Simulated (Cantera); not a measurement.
A freely propagating, adiabatic, planar premixed flame of 26.8 % H₂, 15.4 % O₂, 57.8 % N₂, unburnt at 650 K and 11000 Pa; mixture-averaged transport, grid criteria slope 0.08 and curve 0.16, no radiation.

Model: the H2/O2 subset of GRI-Mech 3.0, which has no nitrogen chemistry, integrated in Cantera. Burning velocities carry a grid error of a few per cent, more on coarse grids.

x: mole fraction of selected species; z is measured from the peak of heat release.

```json
[
 {"z (mm)": "-27.1", "T (K)": "650", "u (m/s)": "6.52", "x H₂": "0.268", "x O₂": "0.154", "x H₂O₂": "<1e-8", "x HO₂": "<1e-8", "x H": "<1e-8", "x H₂O": "<1e-8"},
 {"z (mm)": "-18.0", "T (K)": "650", "u (m/s)": "6.52", "x H₂": "0.268", "x O₂": "0.154", "x H₂O₂": "<1e-8", "x HO₂": "<1e-8", "x H": "<1e-8", "x H₂O": "<1e-8"},
 {"z (mm)": "-13.5", "T (K)": "650", "u (m/s)": "6.52", "x H₂": "0.268", "x O₂": "0.154", "x H₂O₂": "<1e-8", "x HO₂": "<1e-8", "x H": "<1e-8", "x H₂O": "<1e-8"},
 {"z (mm)": "-9.02", "T (K)": "650", "u (m/s)": "6.52", "x H₂": "0.268", "x O₂": "0.154", "x H₂O₂": "<1e-8", "x HO₂": "3.04e-7", "x H": "2.37e-7", "x H₂O": "3.15e-8"},
 {"z (mm)": "-4.51", "T (K)": "656", "u (m/s)": "6.57", "x H₂": "0.267", "x O₂": "0.154", "x H₂O₂": "2.27e-7", "x HO₂": "3.52e-5", "x H": "0.000356", "x H₂O": "0.000410"},
 {"z (mm)": "-2.26", "T (K)": "…", "u (m/s)": "7.45", "x H₂": "0.247", "x O₂": "0.150", "x H₂O₂": "…", "x HO₂": "…", "x H": "…", "x H₂O": "…"},
 {"z (mm)": "0", "T (K)": "…", "u (m/s)": "10.7", "x H₂": "…", "x O₂": "…", "x H₂O₂": "…", "x HO₂": "…", "x H": "…", "x H₂O": "…"},
 {"z (mm)": "2.26", "T (K)": "1366", "u (m/s)": "13.0", "x H₂": "0.0383", "x O₂": "0.0528", "x H₂O₂": "7.53e-7", "x HO₂": "5.80e-6", "x H": "0.0823", "x H₂O": "0.193"},
 {"z (mm)": "4.51", "T (K)": "1482", "u (m/s)": "14.0", "x H₂": "0.0368", "x O₂": "0.0479", "x H₂O₂": "5.85e-7", "x HO₂": "4.51e-6", "x H": "0.0723", "x H₂O": "0.202"},
 {"z (mm)": "9.02", "T (K)": "1620", "u (m/s)": "15.2", "x H₂": "0.0377", "x O₂": "0.0447", "x H₂O₂": "3.54e-7", "x HO₂": "3.50e-6", "x H": "0.0590", "x H₂O": "0.209"},
 {"z (mm)": "18.0", "T (K)": "1774", "u (m/s)": "16.4", "x H₂": "0.0371", "x O₂": "0.0412", "x H₂O₂": "1.86e-7", "x HO₂": "2.65e-6", "x H": "0.0451", "x H₂O": "0.219"},
 {"z (mm)": "36.1", "T (K)": "1934", "u (m/s)": "17.7", "x H₂": "0.0346", "x O₂": "0.0376", "x H₂O₂": "9.91e-8", "x HO₂": "1.97e-6", "x H": "0.0321", "x H₂O": "0.231"},
 {"z (mm)": "72.2", "T (K)": "2091", "u (m/s)": "18.9", "x H₂": "0.0301", "x O₂": "0.0340", "x H₂O₂": "6.05e-8", "x HO₂": "1.53e-6", "x H": "0.0208", "x H₂O": "0.244"}
]
```

Problem. What belongs in the gaps?

Solution. 
- -2.26, T (K): 750
- -2.26, x H₂O₂: 3.03e-7
- -2.26, x HO₂: 2.69e-5
- -2.26, x H: 0.00845
- -2.26, x H₂O: 0.0100
- 0, T (K): 1108
- 0, x H₂: 0.112
- 0, x O₂: 0.101
- 0, x H₂O₂: 6.71e-7
- 0, x HO₂: 1.27e-5
- 0, x H: 0.0658
- 0, x H₂O: 0.110
